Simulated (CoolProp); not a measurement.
R141b at 491.86 K and 0.178 MPa flows at 0.058 m/s in a round tube of 4.6 mm bore and 1.5 µm roughness, fully developed (64/Re and Nu = 3.66 if laminar; Colebrook and Gnielinski if turbulent). Each further row changes one setting.

The numbers come from the reference Helmholtz-energy equation of state, Lemmon 2006 in CoolProp. It is a short technical equation, of lower accuracy than the large ones.

| case | Reynolds number | Darcy friction factor | pressure drop (Pa/m) | heat-transfer coefficient (W/(m² K)) | mass flow (kg/h) |
|---|---|---|---|---|---|
| as stated | 89.9 | 0.712 | 1.34 | 22.6 | 0.0179 |
| velocity 0.116 m/s | 180 | 0.356 | 2.68 | 22.6 | 0.0358 |
| diameter 9.2 mm | 180 | 0.356 | 0.336 | 11.3 | 0.0716 |

Viscosity comes from a separate model (Huber 2003), an estimate that may be off by 10 % or more. Thermal conductivity comes from a separate model (Huber 2003), an estimate that may be off by 10 % or more.
